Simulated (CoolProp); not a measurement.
Sulfur dioxide along the isobar 8.71 bar: Z from the reference equation and from simpler models built on Tc = 157.5 °C, pc = 78.87 bar, ω = 0.256; each cubic takes its own stable root.

Model: reference Helmholtz-energy equation of state, Gao 2016, in CoolProp.

| T (°C) | phase | reference |
|---|---|---|
| 117.55 | gas | 0.9437 |
| 129.15 | gas | 0.9495 |
| 140.75 | gas | 0.9545 |
| 152.35 | gas | 0.9589 |
| 163.95 | gas | 0.9627 |
| 175.45 | gas | 0.9661 |
| 187.05 | gas | 0.9691 |
| 198.65 | gas | 0.9718 |
| 210.25 | gas | 0.9742 |
| 221.85 | gas | 0.9764 |
| 233.45 | gas | 0.9783 |

Problem. How far does each simpler model (van der Waals, Peng-Robinson) lie from the reference over these 11 states: mean and median of the absolute difference, and the worst?

Solution. 
- van der Waals: mean 0.5 %, median 0.4 %, worst +1.4 % at 117.55 °C and 8.71 bar
- Peng-Robinson: mean 0.3 %, median 0.3 %, worst -0.4 % at 175.45 °C and 8.71 bar
